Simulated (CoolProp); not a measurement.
Vapour-liquid equilibrium of ethane (1) + n-perfluorobutane (2) at -5.85 °C; x and y are mole fractions of (1).

The numbers come from the multi-fluid Helmholtz-energy mixture model, Bücker 2006 and Gao 2022; pair parameters Bell 2016 in CoolProp.

Q: Give the bubble pressure and the first vapour's composition at x = 0.35, 0.8, 0.95. Is there an azeotrope?

A: x = 0.35: 10.16 bar, y = 0.915; x = 0.8: 16.63 bar, y = 0.965; x = 0.95: 19.50 bar, y = 0.989. No azeotrope shows between x = 0.05 and 0.95.

The pair parameters rest on a limited set of measurements; away from them the model extrapolates. The gap from Raoult's law changes sign with composition, which may be real or a fault of the pair parameters; it wasn't checked against measurements.
